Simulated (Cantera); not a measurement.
An isothermal, constant-pressure homogeneous reactor starts with NH3 : H2 = 1 : 6 (molar parts), at 1548 K and 0.0133 bar.

Computed with Cantera and the gas-phase N/H chemistry of the illustrative SiF4/NH3 mechanism in the Surface Chemkin manual (1991). Walls and surfaces, which speed up NH3 decomposition in real reactors, are not modelled.

Task: Predict: x(NH3) at 200 s; x(H2) at 200 s; x(NH) at 200 s; x(N2H2) at 200 s.

Result: 
| Quantity | Result |
|---|---|
| x(NH3) at 200 s | 0.110 (gas-phase equilibrium 1.61e-7) |
| x(H2) at 200 s | 0.876 (gas-phase equilibrium 0.937) |
| x(NH) at 200 s | 2.07e-7 (gas-phase equilibrium 2.40e-12) |
| x(N2H2) at 200 s | 4.98e-8 (gas-phase equilibrium <1e-12) |
